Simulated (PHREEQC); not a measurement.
Make-up at 55 °C: 1 mmol/kgw TMAH and 2.6 mmol/kgw K2CO3. Closed to the air; pH follows from the charge balance.

All values are PHREEQC results (ion-association model, phreeqc.dat), not measurements.

Each row changes one thing in this solution. No solid was allowed to form.

```json
[
 {"case": "as made", "pH": "10.36", "ionic strength (mol/kgw)": "0.00796"},
 {"case": "temperature from 55 to 65 °C", "pH": "10.17", "ionic strength (mol/kgw)": "0.00774"},
 {"case": "TMAH replaced by (CH3)4NCl at the same molality", "pH": "10.15", "ionic strength (mol/kgw)": "0.00767"},
 {"case": "K2CO3 replaced by K2HPO4 at the same molality", "pH": "10.07", "ionic strength (mol/kgw)": "0.00884"},
 {"case": "temperature from 55 to 10 °C", "pH": "11.55", "ionic strength (mol/kgw)": "0.00864"},
 {"case": "K2CO3 replaced by KHF2 at the same molality", "pH": "3.81", "ionic strength (mol/kgw)": "0.00376"},
 {"case": "TMAH from 0.001 to 0.0001 mol/kgw", "pH": "10.18", "ionic strength (mol/kgw)": "0.00680"}
]
```

Complexes and solids missing from the database can't appear. (CH3)4N+ isn't in the database: it is added as a free cation with an ion size of 4 Å. Away from 25 °C the constants follow the database's enthalpies or fits; those with neither stay at their 25 °C values.
